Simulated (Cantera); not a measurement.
A freely propagating, adiabatic, planar premixed flame of 26.9 % H2, 17.0 % O2, 56.1 % N2, equivalence ratio 0.79, unburnt at 398 K and 13000 Pa; mixture-averaged transport, grid criteria slope 0.08 and curve 0.16, no radiation.

Computed with Cantera and the H2/O2 subset of GRI-Mech 3.0, which has no nitrogen chemistry. Burning velocities carry a grid error of a few per cent, more on coarse grids.

Q: Predict: laminar burning velocity; thermal thickness; peak x(O); peak x(HO2); peak x(H).

A: laminar burning velocity: 284 cm/s
thermal thickness: 5.53 mm
peak x(O): 0.0169
peak x(HO2): 0.000117
peak x(H): 0.0629
